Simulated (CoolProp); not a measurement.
The numbers come from the reference Helmholtz-energy equation of state, Lemmon 2006 in CoolProp. It is a short technical equation, of lower accuracy than the large ones.

Give the vapour pressure (kPa), enthalpy of vaporisation (kJ/kg), surface tension (mN/m) of saturated CH3F (R41) at -71.65, -52.85 °C.


| T (°C) | p (kPa) | enthalpy of vaporisation (kJ/kg) | surface tension (mN/m) |
|---|---|---|---|
| -71.65 | 145 | 478 | 14.4 |
| -52.85 | 346 | 449 | 11.6 |

Surface tension comes from a separate correlation (Mulero 2012).
